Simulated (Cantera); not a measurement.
Predominance diagram of Zr at 477 °C against the partial pressures of O₂ and N₂ (log10, bar). Source: NASA polynomial tables (part measured, part estimated), evaluated in Cantera. Candidates: Zr(α), ZrN(s), ZrO₂(monoclinic). Only these pure phases compete in this equilibrium. ZrN: taken at fixed stoichiometry.

```
log p(N₂) \ log p(O₂)
        columns: -52, -47.9, -43.8, -39.8, -35.7, -31.6, -27.5, -23.5, -19.4, -15.3, -11.2, -7.2, -3.1, 1
      1  A A B B B B B B B B B B B B
   -1.4  A A B B B B B B B B B B B B
   -3.8  A A B B B B B B B B B B B B
   -6.2  A B B B B B B B B B B B B B
   -8.5  A B B B B B B B B B B B B B
  -10.9  A B B B B B B B B B B B B B
  -13.3  B B B B B B B B B B B B B B
  -15.7  B B B B B B B B B B B B B B
  -18.1  B B B B B B B B B B B B B B
  -20.5  B B B B B B B B B B B B B B
  -22.8  B B B B B B B B B B B B B B
  -25.2  B B B B B B B B B B B B B B
  -27.6  B B B B B B B B B B B B B B
    -30  B B B B B B B B B B B B B B
```

A: ZrN(s); B: ZrO₂(monoclinic).
